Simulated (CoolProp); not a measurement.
A single-stage vapour-compression cycle with R152A: evaporating at 261.15 K (dew point), condensing at 313.15 K (bubble point), superheat 0 K, subcooling 0 K, compressor efficiency 0.75, no pressure losses. Each further row changes one setting.

Values from CoolProp's reference Helmholtz-energy equation of state, Outcalt 1996. It is a modified Benedict-Webb-Rubin equation, recast in Helmholtz form.

| case | cooling COP | pressure ratio | discharge temperature (K) | refrigerating effect (kJ/kg) | volumetric capacity (kJ/m³) |
|---|---|---|---|---|---|
| as stated | 3.01 | 5.42 | 345.4 | 227 | 1230 |
| evaporating temperature 266.15 K | 3.46 | 4.46 | 341.3 | 231 | 1510 |
| condensing temperature 308.15 K | 3.43 | 4.73 | 338.3 | 237 | 1290 |
| subcooling 5 K | 3.13 | 5.42 | 345.4 | 237 | 1290 |
| superheat 10 K | 3.00 | 5.42 | 356.1 | 238 | 1230 |
| compressor efficiency 0.65 | 2.61 | 5.42 | 354.3 | 227 | 1230 |
